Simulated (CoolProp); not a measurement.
Vapour-liquid equilibrium of propane (1) + isopentane (2) at -44.75 °C; x and y are mole fractions of (1).

Values from CoolProp's multi-fluid Helmholtz-energy mixture model, Lemmon 2009 and Lemmon 2006; pair parameters Kunz 2012.

### Question
Give the bubble pressure and the first vapour's composition at x = 0.15, 0.35, 0.45. Is there an azeotrope?

### Answer
x = 0.15: 0.02053 MPa, y = 0.865; x = 0.35: 0.03814 MPa, y = 0.941; x = 0.45: 0.04604 MPa, y = 0.957. No azeotrope shows between x = 0.05 and 0.95.

The pair parameters rest on a limited set of measurements; away from them the model extrapolates.
